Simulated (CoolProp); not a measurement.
A single-stage vapour-compression cycle with trans-2-butene: evaporating at 249.15 K (dew point), condensing at 314.15 K (bubble point), superheat 8 K, subcooling 0 K, compressor efficiency 0.9, no pressure losses. Each further row changes one setting.

Values from CoolProp's reference Helmholtz-energy equation of state, Lemmon 2005. It is a short technical equation, of lower accuracy than the large ones.

```tsv
case	cooling COP	pressure ratio	discharge temperature (K)	refrigerating effect (kJ/kg)	volumetric capacity (kJ/m³)
as stated	(withheld)	10.7	334.5	292	274
evaporating temperature 254.15 K	3.02	(withheld)	332.4	(withheld)	348
condensing temperature 309.15 K	2.98	9.31	329.5	304	285
subcooling 5 K	2.79	10.7	334.5	304	285
superheat 18 K	2.70	10.7	344.9	306	276
compressor efficiency 0.8	2.38	10.7	341.9	292	274
```

### Question
Complete the blanks.

### Answer

- as stated, cooling COP: 2.68
- evaporating temperature 254.15 K, pressure ratio: 8.51
- evaporating temperature 254.15 K, refrigerating effect (kJ/kg): 298
